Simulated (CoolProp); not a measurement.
Model: reference Helmholtz-energy equation of state, Colonna 2008, in CoolProp. It is a short technical equation, of lower accuracy than the large ones.

Problem. Give the vapour pressure (bar), enthalpy of vaporisation (kJ/kg), vapour Z of saturated dodecamethylcyclohexasiloxane (D6) at 62.45, 69.15 °C.

Solution. 
```json
[
 {"T (°C)": "62.45", "p (bar)": "0.000706", "enthalpy of vaporisation (kJ/kg)": "148", "vapour Z": "1.000"},
 {"T (°C)": "69.15", "p (bar)": "0.00112", "enthalpy of vaporisation (kJ/kg)": "146", "vapour Z": "1.000"}
]
```
